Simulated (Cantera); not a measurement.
A closed system holds: 1 mol TiO₂, 0.15 mol Cl₂, 0.016 mol O₂, held at 4280 Torr.

Method: chemical equilibrium by Gibbs-energy minimisation in Cantera with the NASA 1993 tables (ideal gas, pure condensed phases). Candidate condensed phases: Ti, TiCl₂, TiCl₃, TiCl₄, TiO, TiO₂, Ti₂O₃, Ti₃O₅, Ti₄O₇; 15 gas species. The numbers say what is thermodynamically allowed, not how fast it happens.

Problem. At 927 °C, list the 4 most abundant gas species with their mole fractions, and the condensed phases.

Solution. Cl₂ 0.901, O₂ 0.0964, Cl 0.00188, TiCl₄ 0.000159. Condensed: TiO₂(rutile).
